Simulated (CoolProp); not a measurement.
The numbers come from the reference Helmholtz-energy equation of state, Span 1996 in CoolProp.

**Question.** For carbon dioxide, give the phase and the expansivity (1/kK), conductivity (mW/(m K)) at 574.8 K and 17300 kPa.

**Answer.** 
- 574.8 K and 17300 kPa: supercritical; expansivity 2.31, conductivity 45.4

Thermal conductivity comes from a separate model (Huber 2016).
